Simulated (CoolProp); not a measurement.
A simple Rankine cycle with R236FA: condensing at 292.15 K, boiler at 1.49 MPa, turbine inlet 366 K, turbine efficiency 0.8, pump efficiency 0.8, no recuperator. Each further row changes one setting.

The numbers come from the reference Helmholtz-energy equation of state, Pan 2012 in CoolProp.

| case | thermal efficiency (%) | net work (kJ/kg) | heat in (kJ/kg) | turbine exit temperature (K) | volume ratio over the turbine |
|---|---|---|---|---|---|
| as stated | 11.7 | 22.8 | 195 | [?] | 7.73 |
| turbine inlet 386 K | 11.6 | 25.4 | 218 | 341.9 | 7.26 |
| condensing temperature 284.15 K | 12.9 | 26.4 | 204 | 313.4 | 10.3 |
| boiler pressure 1.04 MPa | 9.9 | 20.2 | 204 | 331.6 | [?] |
| turbine efficiency 0.7 | 10.2 | [?] | 195 | 322.1 | 7.83 |

Problem. Some entries are withheld; supply them.

Solution. 
- as stated, turbine exit temperature (K): 318.7
- boiler pressure 1.04 MPa, volume ratio over the turbine: 4.93
- turbine efficiency 0.7, net work (kJ/kg): 19.8
